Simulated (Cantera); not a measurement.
An isothermal, constant-pressure homogeneous reactor starts with CH₄ : N₂ = 1 : 15 (molar parts), at 1525 K and 0.0267 bar. Integrator tolerance rtol = 1e-08.

Model: GRI-Mech 3.0 (53 species, 325 reactions), integrated in Cantera. GRI-Mech 3.0 stops at C3 and has no aromatics, soot or wall deposition, so with more carbon than oxygen in the feed, carbon stays in small species such as C2H2 where larger ones or solid carbon would form. Radical loss at walls, strong at low pressure, is not modelled.

Question: What does this change do: pressure from 0.0267 bar to 0.000290 bar?

Answer: 
```tsv
quantity	before	after
x(CH₄) at 20.0 s	0.00454 (gas-phase equilibrium 4.10e-5)	0.0597 (gas-phase equilibrium 4.45e-7)
x(C₂H₆) at 20.0 s	3.84e-7 (gas-phase equilibrium 7.13e-11)	8.45e-7 (gas-phase equilibrium <1e-12)
x(C₂H₄) at 20.0 s	2.22e-5 (gas-phase equilibrium 4.24e-6)	0.000802 (gas-phase equilibrium 4.61e-8)
x(C₂H) at 20.0 s	2.39e-8 (gas-phase equilibrium 8.81e-9)	5.08e-10 (gas-phase equilibrium 8.46e-8)
x(CH₃) at 20.0 s	3.67e-5 (gas-phase equilibrium 4.08e-7)	0.000397 (gas-phase equilibrium 4.25e-8)
x(H) at 20.0 s	3.27e-5 (gas-phase equilibrium 4.33e-5)	1.88e-6 (gas-phase equilibrium 0.000415)
x(H₂) at 20.0 s	0.0817 (gas-phase equilibrium 0.0881)	0.00287 (gas-phase equilibrium 0.0880)
```

Question: What does this change do: CH4 1 to 2.4 parts?

Answer: 
| quantity | before | after |
|---|---|---|
| x(CH₄) at 20.0 s | 0.00454 (gas-phase equilibrium 4.10e-5) | 0.00936 (gas-phase equilibrium 0.000215) |
| x(C₂H₆) at 20.0 s | 3.84e-7 (gas-phase equilibrium 7.13e-11) | 7.39e-7 (gas-phase equilibrium 9.56e-10) |
| x(C₂H₄) at 20.0 s | 2.22e-5 (gas-phase equilibrium 4.24e-6) | 7.26e-5 (gas-phase equilibrium 2.76e-5) |
| x(C₂H) at 20.0 s | 2.39e-8 (gas-phase equilibrium 8.81e-9) | 3.47e-8 (gas-phase equilibrium 1.94e-8) |
| x(CH₃) at 20.0 s | 3.67e-5 (gas-phase equilibrium 4.08e-7) | 5.30e-5 (gas-phase equilibrium 1.49e-6) |
| x(H) at 20.0 s | 3.27e-5 (gas-phase equilibrium 4.33e-5) | 4.75e-5 (gas-phase equilibrium 6.21e-5) |
| x(H₂) at 20.0 s | 0.0817 (gas-phase equilibrium 0.0881) | 0.169 (gas-phase equilibrium 0.181) |
